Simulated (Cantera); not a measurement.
A perfectly stirred reactor is fed with C₃H₈ : O₂ : N₂ = 1 : 7.58 : 28.5 (molar parts), at 760 Torr; it is adiabatic with a 350 K inlet, and is followed from long to short residence time, starting on the burning branch (τ in s: 0.16, 0.064, 0.026, 0.011, 0.0043, 0.0018, 0.00072, 0.0003, 0.00012, 4.9e-05).

Cantera simulation using GRI-Mech 3.0 (53 species, 325 reactions); the numbers are that mechanism's predictions, not measurements. GRI-Mech 3.0 was tuned for natural gas; its chemistry of propane as a main component is partial and can be far from experiment.

x: mole fraction; the columns are a selection and need not sum to one.

```tsv
τ (s)	T (K)	x C₃H₈	x O₂	x H₂	x HO₂	x OH
0.16	1845	4.96e-7	0.0676	(withheld)	1.24e-6	0.00134
0.064	1839	9.95e-7	0.0676	(withheld)	1.90e-6	0.00173
0.026	1829	1.89e-6	0.0678	(withheld)	3.06e-6	0.00222
0.011	1814	3.41e-6	0.0681	(withheld)	4.91e-6	0.00277
0.0043	1789	6.41e-6	0.0688	(withheld)	8.21e-6	0.00342
0.0018	1754	1.18e-5	0.0699	(withheld)	1.30e-5	0.00397
0.00072	1701	2.42e-5	0.0721	(withheld)	2.11e-5	0.00430
0.00030	1625	5.80e-5	0.0766	(withheld)	3.62e-5	0.00407
0.00012	350	0.0270	0.204	<1e-12	<1e-12	<1e-12
4.9e-5	350	0.0270	0.204	<1e-12	<1e-12	<1e-12
```

What belongs in the gaps?


- 0.16, x H₂: 0.000130
- 0.064, x H₂: 0.000221
- 0.026, x H₂: 0.000377
- 0.011, x H₂: 0.000618
- 0.0043, x H₂: 0.00103
- 0.0018, x H₂: 0.00157
- 0.00072, x H₂: 0.00229
- 0.00030, x H₂: 0.00314
